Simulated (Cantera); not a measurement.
A freely propagating, adiabatic, planar premixed flame of H₂ : O₂ : N₂ = 1 : 0.943 : 4.43 (molar parts), unburnt at 450 K and 1.10 bar; mixture-averaged transport, grid criteria slope 0.08 and curve 0.16, no radiation.

Model: the H2/O2 subset of GRI-Mech 3.0, which has no nitrogen chemistry, integrated in Cantera. Burning velocities carry a grid error of a few per cent, more on coarse grids. Lean hydrogen flames are cellular in practice and burn faster than this planar one.

x: mole fraction of selected species; z is measured from the peak of heat release.

```json
[
 {"z (mm)": "-1.34", "T (K)": "450", "u (m/s)": "0.763", "x H₂": "0.155", "x O₂": "0.148", "x H₂O₂": "1.64e-8", "x O": "<1e-8", "x HO₂": "3.55e-8", "x H": "<1e-8"},
 {"z (mm)": "-0.892", "T (K)": "451", "u (m/s)": "0.761", "x H₂": "0.151", "x O₂": "0.149", "x H₂O₂": "1.15e-7", "x O": "<1e-8", "x HO₂": "2.49e-7", "x H": "<1e-8"},
 {"z (mm)": "-0.669", "T (K)": "453", "u (m/s)": "0.760", "x H₂": "0.145", "x O₂": "0.150", "x H₂O₂": "6.93e-7", "x O": "<1e-8", "x HO₂": "1.49e-6", "x H": "<1e-8"},
 {"z (mm)": "-0.446", "T (K)": "468", "u (m/s)": "0.774", "x H₂": "…", "x O₂": "0.152", "x H₂O₂": "…", "x O": "…", "x HO₂": "…", "x H": "<1e-8"},
 {"z (mm)": "-0.223", "T (K)": "620", "u (m/s)": "0.992", "x H₂": "0.0907", "x O₂": "0.150", "x H₂O₂": "5.39e-5", "x O": "8.31e-6", "x HO₂": "0.000237", "x H": "2.45e-5"},
 {"z (mm)": "-0.112", "T (K)": "870", "u (m/s)": "1.37", "x H₂": "0.0608", "x O₂": "0.136", "x H₂O₂": "3.82e-5", "x O": "0.000193", "x HO₂": "0.000192", "x H": "0.000620"},
 {"z (mm)": "0", "T (K)": "1143", "u (m/s)": "1.80", "x H₂": "0.0320", "x O₂": "0.113", "x H₂O₂": "1.10e-5", "x O": "0.00131", "x HO₂": "0.000105", "x H": "0.00247"},
 {"z (mm)": "0.112", "T (K)": "1331", "u (m/s)": "2.09", "x H₂": "0.0135", "x O₂": "0.0931", "x H₂O₂": "4.72e-6", "x O": "0.00266", "x HO₂": "6.61e-5", "x H": "0.00342"},
 {"z (mm)": "0.223", "T (K)": "1437", "u (m/s)": "2.25", "x H₂": "…", "x O₂": "0.0842", "x H₂O₂": "…", "x O": "…", "x HO₂": "…", "x H": "…"},
 {"z (mm)": "0.446", "T (K)": "1531", "u (m/s)": "2.40", "x H₂": "0.00224", "x O₂": "0.0798", "x H₂O₂": "1.42e-6", "x O": "0.00193", "x HO₂": "2.95e-5", "x H": "0.00121"},
 {"z (mm)": "0.892", "T (K)": "1583", "u (m/s)": "2.47", "x H₂": "0.000780", "x O₂": "0.0791", "x H₂O₂": "6.54e-7", "x O": "0.000729", "x HO₂": "1.37e-5", "x H": "0.000259"},
 {"z (mm)": "1.78", "T (K)": "1602", "u (m/s)": "2.50", "x H₂": "0.000203", "x O₂": "0.0792", "x H₂O₂": "2.72e-7", "x O": "0.000191", "x HO₂": "4.39e-6", "x H": "3.39e-5"},
 {"z (mm)": "3.57", "T (K)": "1608", "u (m/s)": "2.51", "x H₂": "4.89e-5", "x O₂": "0.0793", "x H₂O₂": "1.06e-7", "x O": "4.83e-5", "x HO₂": "1.25e-6", "x H": "4.21e-6"}
]
```

Q: Fill in the missing entries.

A: 
- -0.446, x H₂: 0.130
- -0.446, x H₂O₂: 6.19e-6
- -0.446, x O: 4.29e-8
- -0.446, x HO₂: 1.42e-5
- 0.223, x H₂: 0.00604
- 0.223, x H₂O₂: 2.84e-6
- 0.223, x O: 0.00289
- 0.223, x HO₂: 4.76e-5
- 0.223, x H: 0.00277
